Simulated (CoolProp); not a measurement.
Vapour-liquid equilibrium of R113 (1) + acetone (2) at 77.65 °C; x and y are mole fractions of (1).

Computed with CoolProp (multi-fluid Helmholtz-energy mixture model, Marx 1992 and Lemmon 2006; pair parameters Bell 2016).

```
x      bubble pressure (MPa)  y at the bubble point  dew pressure at overall composition x (MPa)  liquid density (mol/L)
-----  ---------------------  ---------------------  -------------------------------------------  ----------------------
0.05                  0.2164                  0.110                                       0.2079                   12.07
0.125                 0.2349                  0.233                                       0.2186                   11.54
0.2                   0.2491                  0.324                                       0.2299                   11.05
0.275                 0.2598                  0.395                                       0.2415                   10.59
0.35                  0.2678                  0.454                                       0.2531                   10.17
0.425                 0.2735                  0.506                                       0.2640                   9.784
0.5                   0.2774                  0.553                                       0.2730                   9.425
0.575                 0.2796                  0.599                                       0.2787                   9.093
0.65                  0.2802                  0.646                                       0.2802                   8.786
0.725                 0.2790                  0.696                                       0.2775                   8.502
0.8                   0.2755                  0.755                                       0.2717                   8.241
0.875                 0.2692                  0.826                                       0.2639                   7.999
0.95                  0.2588                  0.919                                       0.2550                   7.776
```

y crosses x between x = 0.575 and 0.65: the model has an azeotrope there.

Pair parameters are fitted to limited data, so mixtures are less certain than the pure fluids.
